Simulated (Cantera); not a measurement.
What does this Cantera script print?

```python
import numpy as np
import cantera as ct

gas = ct.Solution("SiF4_NH3_mec.yaml", "gas")
gas.TPX = 2375, 14000, {'NH3': 1, 'N2': 0.045}
reactor = ct.IdealGasConstPressureReactor(gas, energy="off", clone=False)
net = ct.ReactorNet([reactor])
net.rtol, net.atol = 1e-08, 1e-18
show = ['NH3', 'N2', 'H', 'N2H2', 'N']
times = np.geomspace(7e-05, 200, 15)

steps = ct.SolutionArray(gas, extra=["t"])
rows = []
print(f"{'t/s':>10s}{'T/K':>9s}{'P/Pa':>11s}" + "".join(f"{s:>11s}" for s in show))
for t in times:
    while net.time < t:
        t_next = net.step()
        steps.append(gas.state, t=t_next)
    rows.append([np.interp(t, steps.t, y) for y in (steps.T, steps.P, *steps(*show).X.T)])
    print(f"{t:10.3e}{rows[-1][0]:9.1f}{rows[-1][1]:11.4g}" + "".join(f"{x:11.3e}" for x in rows[-1][2:]))
rate = np.gradient(steps.T, steps.t)
print("integrator steps:", len(steps.t))
if steps.T.max() > steps.T[0] + 200:
    print(f"time of steepest temperature rise: {steps.t[rate.argmax()]:.4e} s")
gas.TPX = 2375, 14000, {'NH3': 1, 'N2': 0.045}
gas.equilibrate("TP")
print(f"equilibrium (TP): T = {gas.T:.1f} K  " + "  ".join(f"{s} {gas[s].X[0]:.3e}" for s in show))
```

Output:

```
       t/s      T/K       P/Pa        NH3         N2          H       N2H2          N
 7.000e-05   2375.0    1.4e+04  9.474e-01  4.328e-02  1.894e-05  1.954e-05  2.265e-07
 2.024e-04   2375.0    1.4e+04  9.259e-01  4.746e-02  6.389e-05  4.301e-05  1.015e-06
 5.853e-04   2375.0    1.4e+04  8.648e-01  6.199e-02  1.682e-04  3.829e-05  2.913e-06
 1.692e-03   2375.0    1.4e+04  7.178e-01  9.679e-02  4.066e-04  2.731e-05  6.202e-06
 4.894e-03   2375.0    1.4e+04  4.469e-01  1.606e-01  9.278e-04  1.356e-05  9.321e-06
 1.415e-02   2375.0    1.4e+04  1.471e-01  2.312e-01  2.039e-03  3.511e-06  1.123e-05
 4.092e-02   2375.0    1.4e+04  7.155e-03  2.638e-01  6.707e-03  1.546e-07  1.402e-05
 1.183e-01   2375.0    1.4e+04  6.869e-06  2.624e-01  3.056e-02  1.023e-11  1.394e-06
 3.421e-01   2375.0    1.4e+04  9.900e-07  2.623e-01  3.188e-02  7.359e-13  2.290e-07
 9.893e-01   2375.0    1.4e+04  5.278e-07  2.623e-01  3.188e-02  5.741e-13  1.221e-07
 2.861e+00   2375.0    1.4e+04  5.090e-07  2.623e-01  3.188e-02  5.696e-13  1.177e-07
 8.272e+00   2375.0    1.4e+04  5.089e-07  2.623e-01  3.188e-02  5.696e-13  1.177e-07
 2.392e+01   2375.0    1.4e+04  5.089e-07  2.623e-01  3.188e-02  5.696e-13  1.177e-07
 6.917e+01   2375.0    1.4e+04  5.089e-07  2.623e-01  3.188e-02  5.696e-13  1.177e-07
 2.000e+02   2375.0    1.4e+04  5.089e-07  2.623e-01  3.188e-02  5.696e-13  1.177e-07
integrator steps: 1957
equilibrium (TP): T = 2375.0 K  NH3 5.089e-07  N2 2.623e-01  H 3.188e-02  N2H2 5.696e-13  N 1.177e-07
```

Cantera simulation using the gas-phase N/H chemistry of the illustrative SiF4/NH3 mechanism in the Surface Chemkin manual (1991); the numbers are that mechanism's predictions, not measurements. Walls and surfaces, which speed up NH3 decomposition in real reactors, are not modelled.
